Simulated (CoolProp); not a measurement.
Values from CoolProp's reference Helmholtz-energy equation of state, Akasaka 2023.

### Question
Give the vapour pressure (MPa), liquid density (kg/m³), vapour Z of saturated R1224YDZ at 53.75 °C.

### Answer
```tsv
T (°C)	p (MPa)	liquid density (kg/m³)	vapour Z
53.75	0.369	1280	0.887
```
